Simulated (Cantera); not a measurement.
A perfectly stirred reactor is fed with 87.7 % NO, 12.3 % N₂, at 1.70 bar; it is held at 1575 K, and followed from long to short residence time.

Computed with Cantera and GRI-Mech 3.0 (53 species, 325 reactions).

x: mole fraction; the columns are a selection and need not sum to one.

```
τ (s)    x NO     x N₂O     x NO₂     x O₂   x N₂      x O
------  -----  --------  --------  -------  -----  -------
16      0.523   9.94e-5   0.00269    0.175  0.299  3.51e-6
5.1     0.685  0.000171   0.00261   0.0939  0.218  2.62e-6
1.7     0.792  0.000229   0.00205   0.0410  0.165  1.81e-6
0.54    0.846  0.000260       ___      ___  0.138      ___
0.18    0.866  0.000264   0.00102  0.00468  0.128  8.62e-7
0.057   0.873  0.000243  0.000754  0.00121  0.124  6.54e-7
0.019   0.876       ___       ___      ___  0.123      ___
0.0061  0.877  0.000112  0.000220  1.82e-5  0.123  2.50e-7
```

Task: Complete the blanks.

Result: 
- 0.54, x NO₂: 0.00143
- 0.54, x O₂: 0.0144
- 0.54, x O: 1.20e-6
- 0.019, x N₂O: 0.000190
- 0.019, x NO₂: 0.000504
- 0.019, x O₂: 0.000226
- 0.019, x O: 4.68e-7
